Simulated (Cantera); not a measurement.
Reactions in the system C-H-Na-S

Source: NASA polynomial tables (part measured, part estimated), evaluated in Cantera. Values are per mole of reaction as written; species without (g) are pure solids or liquids, kept so even where they would boil at 1 bar.

C2H6(g) + 4 Na2S = 8 Na + 6 H(g) + 2 CS2(g)

```tsv
T (K)	ΔH° (kJ)	ΔS° (J/K)	ΔG° (kJ)	log10 K	condensed phases
300	3090.2	960.8	2802.0	-487.86	Na2S(s), Na(s)
898	3132.1	1064.2	2176.4	-126.60	Na2S(s), Na(l)
948	3131.5	1063.6	2123.2	-116.99	Na2S(s), Na(l)
998	3130.7	1062.7	2070.1	-108.34	Na2S(s), Na(l)
1048	3129.3	1061.4	2017.0	-100.53	Na2S(s), Na(l)
1098	3126.3	1058.6	1964.0	-93.43	Na2S(s), Na(l)
1148	3119.8	1052.8	1911.2	-86.96	Na2S(s), Na(l)
1198	3108.3	1043.1	1858.8	-81.04	Na2S(s), Na(l)
1248	3090.9	1028.8	1807.0	-75.63	Na2S(s), Na(l)
1298	3068.2	1011.0	1755.9	-70.66	Na2S(s), Na(l)
1348	3054.1	1000.3	1705.6	-66.09	Na2S(s), Na(l)
```
